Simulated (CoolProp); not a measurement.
Saturated liquid density (kg/m³) of C3F8 (R218): the reference equation beside estimates from Tc = 71.9 °C, pc = 2640 kPa, ω = 0.317. Rackett uses Z = 0.29056 − 0.08775 ω.

Computed with CoolProp (reference Helmholtz-energy equation of state, Lemmon 2006). It is a short technical equation, of lower accuracy than the large ones.

```json
[
 {"T (°C)": "-92.95", "reference": "1816", "Rackett": "1944", "van der Waals": "1120", "Soave-Redlich-Kwong": "1712"},
 {"T (°C)": "-86.35", "reference": "1793", "Rackett": "1920", "van der Waals": "1108", "Soave-Redlich-Kwong": "1694"},
 {"T (°C)": "-79.75", "reference": "1770", "Rackett": "1895", "van der Waals": "1095", "Soave-Redlich-Kwong": "1675"},
 {"T (°C)": "-73.15", "reference": "1747", "Rackett": "1870", "van der Waals": "1081", "Soave-Redlich-Kwong": "1655"},
 {"T (°C)": "-66.55", "reference": "1723", "Rackett": "1844", "van der Waals": "1068", "Soave-Redlich-Kwong": "1634"},
 {"T (°C)": "-59.95", "reference": "1699", "Rackett": "1818", "van der Waals": "1053", "Soave-Redlich-Kwong": "1612"},
 {"T (°C)": "-53.35", "reference": "1675", "Rackett": "1791", "van der Waals": "1039", "Soave-Redlich-Kwong": "1589"},
 {"T (°C)": "-46.75", "reference": "1650", "Rackett": "1764", "van der Waals": "1024", "Soave-Redlich-Kwong": "1565"},
 {"T (°C)": "-40.15", "reference": "1625", "Rackett": "1736", "van der Waals": "1008", "Soave-Redlich-Kwong": "1540"},
 {"T (°C)": "-33.55", "reference": "1599", "Rackett": "1707", "van der Waals": "992.5", "Soave-Redlich-Kwong": "1514"},
 {"T (°C)": "-26.95", "reference": "1572", "Rackett": "1678", "van der Waals": "975.9", "Soave-Redlich-Kwong": "1486"},
 {"T (°C)": "-20.35", "reference": "1545", "Rackett": "1648", "van der Waals": "958.6", "Soave-Redlich-Kwong": "1456"},
 {"T (°C)": "-13.75", "reference": "1517", "Rackett": "1616", "van der Waals": "940.7", "Soave-Redlich-Kwong": "1425"},
 {"T (°C)": "-7.15", "reference": "1488", "Rackett": "1584", "van der Waals": "922.0", "Soave-Redlich-Kwong": "1392"},
 {"T (°C)": "-0.55", "reference": "1457", "Rackett": "1550", "van der Waals": "902.4", "Soave-Redlich-Kwong": "1357"}
]
```

Absolute difference from the reference over all 15 rows, mean and median: Rackett 6.8 and 6.9 %, van der Waals 38.0 and 38.0 %, Soave-Redlich-Kwong 5.6 and 5.4 %.
